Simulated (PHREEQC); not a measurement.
Make-up at 20 °C: 0.0015 mol CsOH, 5.7e-06 mol CO2 and 2.2e-05 mol KCl per kg of water. Closed to the air; pH follows from the charge balance.

The numbers come from PHREEQC with the ion-association model, wateq4f.dat.

No solid was allowed to form.

Q: Estimate the pH.

A: pH 11.32.

Q: In which forms is C present?

A: CO3-2 91 %, HCO3- 9.1 % of the C.

Complexes and solids missing from the database can't appear.
